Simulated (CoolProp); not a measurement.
Model: reference Helmholtz-energy equation of state, Lemmon 2013, in CoolProp.

Give the vapour pressure (kPa), liquid density (kg/m³), enthalpy of vaporisation (kJ/kg), liquid cp (kJ/(kg K)) of saturated propylene at 312.7 K.


| T (K) | p (kPa) | liquid density (kg/m³) | enthalpy of vaporisation (kJ/kg) | liquid cp (kJ/(kg K)) |
|---|---|---|---|---|
| 312.7 | 1630 | 479 | 304 | 2.87 |
